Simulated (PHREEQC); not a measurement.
Solution (20 °C): 0.078 mol/kgw FeSO4 and 0.13 mol/kgw NaCl. Closed to the air; pH follows from the charge balance.

Computed with PHREEQC (ion-association model, phreeqc.dat).

No solid was allowed to form.

**Question.** Estimate the pH, activity of water.

**Answer.** pH 5.91; activity of water 0.994.

**Question.** In which forms is Cl present?

**Answer.** Cl- 98 %, FeCl+ 1.8 % of the Cl.
